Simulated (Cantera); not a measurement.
Feed: 1 mol Si3N4, 0.25 mol CO2, 6.7 mol N2, 0.026 mol H2O, equilibrated at 4900 Pa.

Equilibrium computed with Cantera from the NASA thermochemical tables; the gas is ideal and each condensed phase is pure. Candidate condensed phases: C, C6H6, C7H8, C8H18, H2O, Si, SiC, SiO2, Si2N2O, Si3N4; 151 gas species. Mutual solubility and eutectic melting of coexisting phases are not modelled. Rates play no part.

Task: Which condensed phases are stable at each of these points (T (K)): 1275, 1325, 1375, 1425, 1475, 1525, 1575, 1625?

Result: 
```json
[
 {"T (K)": "1275", "condensed phases": "C(graphite) + Si2N2O(s) + Si3N4(s)", "Si condensed (%)": "100.0"},
 {"T (K)": "1325", "condensed phases": "C(graphite) + Si2N2O(s) + Si3N4(s)", "Si condensed (%)": "100.0"},
 {"T (K)": "1375", "condensed phases": "C(graphite) + Si2N2O(s) + Si3N4(s)", "Si condensed (%)": "100.0"},
 {"T (K)": "1425", "condensed phases": "C(graphite) + Si2N2O(s) + Si3N4(s)", "Si condensed (%)": "100.0"},
 {"T (K)": "1475", "condensed phases": "SiC(s) + Si2N2O(s) + Si3N4(s)", "Si condensed (%)": "100.0"},
 {"T (K)": "1525", "condensed phases": "SiC(s) + Si2N2O(s) + Si3N4(s)", "Si condensed (%)": "100.0"},
 {"T (K)": "1575", "condensed phases": "SiC(s) + Si2N2O(s) + Si3N4(s)", "Si condensed (%)": "100.0"},
 {"T (K)": "1625", "condensed phases": "SiC(s) + Si2N2O(s) + Si3N4(s)", "Si condensed (%)": "100.0"}
]
```

From 1275 K to 1425 K the condensed part is C(graphite) + Si2N2O(s) + Si3N4(s). From 1475 K to 1625 K the condensed part is SiC(s) + Si2N2O(s) + Si3N4(s).
